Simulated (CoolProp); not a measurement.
Vapour-liquid equilibrium of fluoroethane (R161) (1) + R134a (2) at 2.17 bar; x and y are mole fractions of (1).

Computed with CoolProp (multi-fluid Helmholtz-energy mixture model, Wu 2012 and Tillner-Roth 1994; pair parameters Bell 2016).

```
x     bubble temperature, mixture model (K)  bubble temperature, Raoult's law (K)  y, mixture model  y, Raoult's law
----  -------------------------------------  ------------------------------------  ----------------  ---------------
0.05                                  264.7                                 264.5             0.066            0.075
0.2                                   263.2                                 262.5             0.258            0.279
0.35                                  261.5                                 260.6             0.437            0.456
0.5                                   259.8                                 258.9             0.601            0.611
0.65                                  258.0                                 257.2             0.745            0.746
0.8                                   256.1                                 255.6             0.869            0.864
0.95                                  254.2                                 254.1             0.971            0.968
```

The largest gap from Raoult's law is +0.9 K in bubble temperature, at x = 0.5. No azeotrope shows between x = 0.05 and 0.95.

The pair parameters rest on a limited set of measurements; away from them the model extrapolates.
